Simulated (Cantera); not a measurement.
Input (Python, Cantera) and output of one run.

```python
import numpy as np
import cantera as ct

gas_names = [...]  # 49 gases of nasa_gas.yaml made of Cl, F, H, N, Si
cond_names = """
    NH4CL(a) NH4CL(b) Si(cr) Si(L) Si3N4(a)
""".split()


# ... load() reads the species with a 1 bar reference pressure and builds the phases ...
atoms = {
    'Si3N4': {'Si': 3, 'N': 4},
    'HF': {'H': 1, 'F': 1},
    'Cl2': {'CL': 2},
}
top_T = {'Si3N4(a)': 2400}  # K; cautious upper limits of use, not melting points


# ... equilibrate(T, P, feed) seeds the gas with the atoms and calls Mixture.equilibrate('TP', solver="vcs", rtol=1e-11, max_steps=5000) ...
results = []
feed = {'Si3N4': 1, 'HF': 3.7, 'Cl2': 18}  # mol
P = 13332.2  # Pa
for T in [850, 925, 1000, 1075, 1150, 1225, 1300, 1375, 1450, 1525, 1600, 1675, 1750]:
    mix = equilibrate(T, P, feed)
    results.append((T, P, feed, dict(zip(mix.species_names, mix.species_moles))))

top = {s: max(r[3][s] / sum(r[3][g] for g in gas_names) for r in results) for s in gas_names}
cols = sorted((s for s in top if top[s] > 0.0001), key=lambda s: -top[s])[:8]
seen = [c for c in cond_names if any(r[3].get(c, 0) > 1e-12 for r in results)]
print("log10 of partial pressures in bar; condensed amounts in mol")
print(f"{'T/K':>10s}" + "".join(f"{s[:9]:>10s}" for s in cols + seen))
for T, P, feed, n in results:
    ng = sum(n[g] for g in gas_names)
    print(f"{T:10.4g}" + "".join(f"{np.log10(max(n[s] / ng * P / 1e5, 1e-99)):10.3f}" for s in cols)
          + "".join(f"{n.get(c, 0):10.4g}" for c in seen))
```

It prints:

```
log10 of partial pressures in bar; condensed amounts in mol
       T/K       CL2        CL       HCL     SiCL4        N2      SiF4        HF     SiCL3
       850    -1.112    -5.110    -1.623    -1.874    -1.890    -2.225    -5.257   -12.978
       925    -1.112    -4.493    -1.623    -1.874    -1.890    -2.225    -4.964   -11.634
      1000    -1.112    -3.967    -1.623    -1.874    -1.890    -2.225    -4.715   -10.494
      1075    -1.113    -3.514    -1.624    -1.874    -1.891    -2.226    -4.501    -9.514
      1150    -1.115    -3.120    -1.625    -1.875    -1.891    -2.227    -4.315    -8.663
      1225    -1.119    -2.774    -1.627    -1.876    -1.893    -2.229    -4.154    -7.917
      1300    -1.127    -2.470    -1.630    -1.879    -1.896    -2.232    -4.013    -7.257
      1375    -1.141    -2.202    -1.636    -1.883    -1.900    -2.238    -3.890    -6.670
      1450    -1.163    -1.966    -1.644    -1.891    -1.908    -2.246    -3.784    -6.142
      1525    -1.197    -1.760    -1.656    -1.902    -1.919    -2.258    -3.693    -5.664
      1600    -1.247    -1.583    -1.673    -1.917    -1.935    -2.275    -3.616    -5.228
      1675    -1.317    -1.433    -1.694    -1.937    -1.955    -2.296    -3.552    -4.824
      1750    -1.412    -1.311    -1.718    -1.960    -1.978    -2.320    -3.499    -4.446
```

Cantera equilibrium calculation (NASA polynomials, part measured and part estimated; ideal gas, pure solids and liquids). The tables' values for SiCl3, SiF3 are old estimates; treat these amounts as uncertain.
